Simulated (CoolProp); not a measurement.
Vapour-liquid equilibrium of R125 (1) + R236FA (2) at 0.0106 MPa; x and y are mole fractions of (1).

Model: multi-fluid Helmholtz-energy mixture model, Lemmon 2005 and Pan 2012; pair parameters Bell 2016, in CoolProp.

```tsv
x	bubble temperature (K)	y at the bubble point	dew temperature at overall composition x (K)	liquid density (mol/L)
0.05	221.0	0.401	227.2	10.59
0.15	211.6	0.729	225.7	10.98
0.25	205.6	0.851	224.0	11.31
0.35	201.3	0.910	222.1	11.63
0.45	198.1	0.942	219.9	11.94
0.55	195.6	0.962	217.4	12.24
0.65	193.4	0.976	214.4	12.55
0.75	191.6	0.985	210.7	12.86
0.85	190.0	0.992	205.7	13.18
0.95	188.6	0.998	197.2	13.50
```

No azeotrope shows between x = 0.05 and 0.95.

The pair parameters rest on a limited set of measurements; away from them the model extrapolates.
